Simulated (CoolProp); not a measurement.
Vapour-liquid equilibrium of isopentane (1) + toluene (2) at 376.7 K; x and y are mole fractions of (1).

Values from CoolProp's multi-fluid Helmholtz-energy mixture model, Lemmon 2006 and Lemmon 2006; pair parameters Bell 2016.

```
x     bubble pressure, mixture model (MPa)  bubble pressure, Raoult's law (MPa)  y, mixture model  y, Raoult's law
----  ------------------------------------  -----------------------------------  ----------------  ---------------
0.05                                0.1239                               0.1174             0.355            0.332
0.15                            (withheld)                               0.1870             0.644            0.625
0.25                                0.2897                               0.2567             0.766            0.759
0.35                                0.3662                               0.3263             0.832            0.835
0.45                                0.4362                               0.3959        (withheld)            0.885
0.55                                0.5001                               0.4656             0.903            0.920
0.65                                0.5598                               0.5352        (withheld)            0.946
0.75                                0.6179                               0.6048             0.946            0.966
0.85                                0.6778                               0.6745             0.966            0.982
0.95                                0.7431                               0.7441             0.988            0.994
```

Complete the blanks.


- 0.15, bubble pressure, mixture model (MPa): 0.2078
- 0.45, y, mixture model: 0.873
- 0.65, y, mixture model: 0.926

The largest gap from Raoult's law is +12.9 % in bubble pressure, at x = 0.25. No azeotrope shows between x = 0.05 and 0.95.

The pair parameters rest on a limited set of measurements; away from them the model extrapolates.
